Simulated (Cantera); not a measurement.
What does this Cantera script print?

```python
import numpy as np
import cantera as ct

gas_names = """
    O O2 O3 S SO SO2 SO3 S2 S2O S8
""".split()
cond_names = """
    S(cr1) S(cr2) S(L)
""".split()


# ... load() reads the species with a 1 bar reference pressure and builds the phases ...
atoms = {
    'S': {'S': 1},
    'O2': {'O': 2},
}
top_T = {}  # K; cautious upper limits of use, not melting points


# ... equilibrate(T, P, feed) seeds the gas with the atoms and calls Mixture.equilibrate('TP', solver="vcs", rtol=1e-11, max_steps=5000) ...
results = []
feed = {'S': 1, 'O2': 0.15}  # mol
P = 130  # Pa
for T in [2775, 2825, 2875, 2925, 2975, 3025, 3075, 3125, 3175, 3225, 3275, 3325, 3375]:
    mix = equilibrate(T, P, feed)
    results.append((T, P, feed, dict(zip(mix.species_names, mix.species_moles))))
    x = sorted(zip(gas.X, gas.species_names), reverse=True)
    print(f"T = {T:g} K  P = {P:g} Pa  gas = {mix.phase_moles(0):.4g} mol")
    print("   x: " + "  ".join(f"{s} {v:.3e}" for v, s in x if v > 1e-05))
    print("   condensed (mol): " + ("  ".join(f"{mix.phase(i).name} {mix.phase_moles(i):.4g}"
          for i in range(1, mix.n_phases) if mix.phase_moles(i) > 1e-12) or "none"))
```

It prints:

```
T = 2775 K  P = 130 Pa  gas = 1.022 mol
   x: S 6.828e-01  SO 2.030e-01  O 5.938e-02  S2 3.928e-02  SO2 1.360e-02  O2 1.896e-03  S2O 8.236e-05
   condensed (mol): none
T = 2825 K  P = 130 Pa  gas = 1.054 mol
   x: S 6.985e-01  SO 1.813e-01  O 7.813e-02  S2 2.939e-02  SO2 1.042e-02  O2 2.214e-03  S2O 5.771e-05
   condensed (mol): none
T = 2875 K  P = 130 Pa  gas = 1.086 mol
   x: S 7.117e-01  SO 1.573e-01  O 9.889e-02  S2 2.207e-02  SO2 7.568e-03  O2 2.426e-03  S2O 3.949e-05
   condensed (mol): none
T = 2925 K  P = 130 Pa  gas = 1.119 mol
   x: S 7.229e-01  SO 1.325e-01  O 1.202e-01  S2 1.665e-02  SO2 5.201e-03  O2 2.485e-03  S2O 2.637e-05
   condensed (mol): none
T = 2975 K  P = 130 Pa  gas = 1.15 mol
   x: S 7.323e-01  O 1.407e-01  SO 1.086e-01  S2 1.263e-02  SO2 3.390e-03  O2 2.388e-03  S2O 1.722e-05
   condensed (mol): none
T = 3025 K  P = 130 Pa  gas = 1.179 mol
   x: S 7.402e-01  O 1.592e-01  SO 8.678e-02  S2 9.627e-03  O2 2.167e-03  SO2 2.110e-03  S2O 1.104e-05
   condensed (mol): none
T = 3075 K  P = 130 Pa  gas = 1.204 mol
   x: S 7.466e-01  O 1.749e-01  SO 6.803e-02  S2 7.379e-03  O2 1.877e-03  SO2 1.267e-03
   condensed (mol): none
T = 3125 K  P = 130 Pa  gas = 1.225 mol
   x: S 7.517e-01  O 1.877e-01  SO 5.260e-02  S2 5.687e-03  O2 1.568e-03  SO2 7.411e-04
   condensed (mol): none
T = 3175 K  P = 130 Pa  gas = 1.242 mol
   x: S 7.557e-01  O 1.979e-01  SO 4.029e-02  S2 4.407e-03  O2 1.277e-03  SO2 4.266e-04
   condensed (mol): none
T = 3225 K  P = 130 Pa  gas = 1.255 mol
   x: S 7.588e-01  O 2.058e-01  SO 3.071e-02  S2 3.435e-03  O2 1.021e-03  SO2 2.435e-04
   condensed (mol): none
T = 3275 K  P = 130 Pa  gas = 1.266 mol
   x: S 7.612e-01  O 2.118e-01  SO 2.337e-02  S2 2.693e-03  O2 8.071e-04  SO2 1.387e-04
   condensed (mol): none
T = 3325 K  P = 130 Pa  gas = 1.274 mol
   x: S 7.630e-01  O 2.163e-01  SO 1.780e-02  S2 2.124e-03  O2 6.341e-04  SO2 7.927e-05
   condensed (mol): none
T = 3375 K  P = 130 Pa  gas = 1.28 mol
   x: S 7.644e-01  O 2.198e-01  SO 1.359e-02  S2 1.685e-03  O2 4.968e-04  SO2 4.557e-05
   condensed (mol): none
```

Cantera equilibrium calculation (NASA polynomials, part measured and part estimated; ideal gas, pure solids and liquids).
